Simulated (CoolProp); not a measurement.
Vapour-liquid equilibrium of n-perfluorobutane (1) + R365MFC (2) at 183 kPa; x and y are mole fractions of (1).

Computed with CoolProp (multi-fluid Helmholtz-energy mixture model, Gao 2022 and Lemmon 2016; pair parameters Bell 2016).

```
x     bubble temperature (°C)  y at the bubble point  dew temperature at overall composition x (°C)  liquid density (mol/L)
----  -----------------------  ---------------------  ---------------------------------------------  ----------------------
0.05                     43.0                  0.399                                           56.1                   8.070
0.15                     28.5                  0.668                                           52.8                   8.000
0.25                     22.9                  0.748                                           49.1                   7.812
0.35                     20.3                  0.783                                           45.1                   7.595
0.45                     18.9                  0.803                                           40.7                   7.378
0.55                     17.8                  0.821                                           35.6                   7.174
0.65                     16.8                  0.842                                           29.7                   6.985
0.75                     15.8                  0.868                                           22.8                   6.816
0.85                     14.8                  0.906                                           16.5                   6.664
0.95                     14.0                  0.962                                           14.1                   6.528
```

No azeotrope shows between x = 0.05 and 0.95.

The pair parameters rest on a limited set of measurements; away from them the model extrapolates. With so large a gap from Raoult's law the liquid may split in two, which this calculation doesn't test in full.
